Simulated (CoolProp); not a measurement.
Vapour-liquid equilibrium of dimethyl ether (1) + chloromethane (R40) (2) at 239.1 K; x and y are mole fractions of (1).

The numbers come from the multi-fluid Helmholtz-energy mixture model, Wu 2011 and Thol 2014; pair parameters Bell 2016 in CoolProp.

```csv
x,bubble pressure (kPa),y at the bubble point,dew pressure at overall composition x (kPa),liquid density (mol/L)
0.05,63.35,0.041,63.23,19.99
0.15,62.26,0.132,62.08,19.54
0.25,61.44,0.232,61.33,19.11
0.35,60.94,0.339,60.91,18.70
0.45,60.79,0.451,60.79,18.29
0.55,61.02,0.565,60.97,17.90
0.65,61.63,0.676,61.45,17.51
0.75,62.62,0.781,62.29,17.13
0.85,63.95,0.877,63.53,16.77
0.95,65.57,0.962,65.31,16.41
```

y crosses x between x = 0.35 and 0.45: the model has an azeotrope there.

Pair parameters are fitted to limited data, so mixtures are less certain than the pure fluids.
